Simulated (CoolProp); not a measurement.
Properties of R1234ze(Z) at several states (Tc = 150.1 °C, pc = 3.531 MPa, ω = 0.327).

The numbers come from the reference Helmholtz-energy equation of state, Akasaka 2019 in CoolProp.

```json
[
 {"T (°C)": "85.05", "p (MPa)": "0.358", "phase": "gas", "density (kg/m³)": "14.80", "cv (kJ/(kg K))": "0.8893", "isothermal compressibility (1/MPa)": "3.028"},
 {"T (°C)": "151.05", "p (MPa)": "1.73", "phase": "gas", "density (kg/m³)": "70.63", "cv (kJ/(kg K))": "1.030", "isothermal compressibility (1/MPa)": "0.7547"},
 {"T (°C)": "166.05", "p (MPa)": "0.445", "phase": "gas", "density (kg/m³)": "14.51", "cv (kJ/(kg K))": "1.003", "isothermal compressibility (1/MPa)": "2.349"},
 {"T (°C)": "88.85", "p (MPa)": "0.0485", "phase": "gas", "density (kg/m³)": "1.855", "cv (kJ/(kg K))": "0.8718", "isothermal compressibility (1/MPa)": "20.81"},
 {"T (°C)": "130.75", "p (MPa)": "0.128", "phase": "gas", "density (kg/m³)": "4.419", "cv (kJ/(kg K))": "0.9438", "isothermal compressibility (1/MPa)": "7.943"}
]
```
